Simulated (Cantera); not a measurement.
**Moist CO burnout**

A perfectly stirred reactor is fed with CO : O2 : H2O : N2 = 0.0042 : 0.011 : 0.00013 : 1 (molar parts), equivalence ratio 0.19, at 3.75 atm; it is held at 1425 K, and followed from long to short residence time.

Model: GRI-Mech 3.0 (53 species, 325 reactions), integrated in Cantera.

```json
[
 {"τ (s)": "4.3", "x CO": "3.29e-5", "x O2": "0.00879", "x H2O": "0.000127", "x N2O": "1.07e-6", "x CO2": "0.00411", "x NO2": "2.03e-7", "x HO2": "7.72e-8"},
 {"τ (s)": "1.4", "x CO": "7.50e-5", "x O2": "0.00881", "x H2O": "0.000126", "x N2O": "1.85e-6", "x CO2": "0.00407", "x NO2": "2.34e-7", "x HO2": "1.52e-7"},
 {"τ (s)": "0.43", "x CO": "0.000175", "x O2": "0.00886", "x H2O": "0.000126", "x N2O": "2.99e-6", "x CO2": "0.00397", "x NO2": "2.32e-7", "x HO2": "2.88e-7"},
 {"τ (s)": "0.14", "x CO": "0.000380", "x O2": "0.00895", "x H2O": "0.000124", "x N2O": "4.08e-6", "x CO2": "0.00376", "x NO2": "1.87e-7", "x HO2": "4.84e-7"},
 {"τ (s)": "0.043", "x CO": "0.000808", "x O2": "0.00915", "x H2O": "0.000123", "x N2O": "4.66e-6", "x CO2": "0.00334", "x NO2": "1.14e-7", "x HO2": "7.54e-7"},
 {"τ (s)": "0.014", "x CO": "0.00152", "x O2": "0.00949", "x H2O": "0.000120", "x N2O": "4.40e-6", "x CO2": "0.00263", "x NO2": "5.47e-8", "x HO2": "1.04e-6"},
 {"τ (s)": "0.0043", "x CO": "0.00255", "x O2": "0.00998", "x H2O": "0.000118", "x N2O": "3.29e-6", "x CO2": "0.00159", "x NO2": "1.75e-8", "x HO2": "1.28e-6"}
]
```
x: mole fraction; the columns are a selection and need not sum to one.
